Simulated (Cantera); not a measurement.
Feed: 1 mol SiH₄, 0.87 mol C₂H₂, a varied amount of H₂, held at 1850 °C and 0.360 bar.

Equilibrium computed with Cantera from the NASA thermochemical tables; the gas is ideal and each condensed phase is pure. Candidate condensed phases: C, C₆H₆, C₇H₈, C₈H₁₈, Si, SiC; 87 gas species. Gases not in the tables: Si₂H₆ and higher silanes. Rates play no part.

Problem. What share of the Si ends up in condensed phases as a function of n(H₂) (mol), at 66, 86, 110, 140, 190, 240, 320, 410?

Solution. 
| n(H₂) (mol) | Si condensed (%) | as |
|---|---|---|
| 66 | 99.5 | SiC(s) |
| 86 | 99.3 | SiC(s) |
| 110 | 99.1 | SiC(s) |
| 140 | 98.9 | SiC(s) |
| 190 | 98.5 | SiC(s) |
| 240 | 98.1 | SiC(s) |
| 320 | 97.1 | SiC(s) |
| 410 | 95.8 | SiC(s) |
